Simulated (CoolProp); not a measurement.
Vapour-liquid equilibrium of sulfur dioxide (1) + toluene (2) at 88.6 kPa; x and y are mole fractions of (1).

Computed with CoolProp (multi-fluid Helmholtz-energy mixture model, Gao 2016 and Lemmon 2006; pair parameters Bell 2016).

| x | bubble temperature (°C) | y at the bubble point | dew temperature at overall composition x (°C) | liquid density (mol/L) |
|---|---|---|---|---|
| 0.05 | 76.2 | 0.628 | [?] | 9.110 |
| 0.125 | 48.5 | 0.883 | 101.5 | 9.888 |
| 0.2 | 31.9 | 0.951 | 98.6 | 10.61 |
| 0.275 | 20.8 | 0.975 | 95.5 | 11.34 |
| 0.35 | 12.9 | 0.986 | 92.1 | [?] |
| 0.425 | [?] | 0.991 | [?] | 12.90 |
| 0.5 | 2.5 | 0.994 | 84.4 | 13.78 |
| 0.575 | -1.0 | 0.996 | 79.8 | 14.74 |
| 0.65 | -3.8 | 0.997 | 74.5 | 15.80 |
| 0.725 | -6.2 | 0.998 | 68.3 | 16.98 |
| 0.8 | -8.3 | 0.999 | 60.5 | 18.32 |
| 0.875 | -10.1 | 0.999 | 49.9 | 19.84 |
| 0.95 | -11.9 | 1.000 | 32.1 | 21.60 |

Question: Fill in the missing entries.

Answer: 
- 0.05, dew temperature at overall composition x (°C): 104.2
- 0.35, liquid density (mol/L): 12.09
- 0.425, bubble temperature (°C): 7.0
- 0.425, dew temperature at overall composition x (°C): 88.4

No azeotrope shows between x = 0.05 and 0.95.

The pair parameters rest on a limited set of measurements; away from them the model extrapolates. The gap from Raoult's law changes sign with composition, which may be real or a fault of the pair parameters; it wasn't checked against measurements.
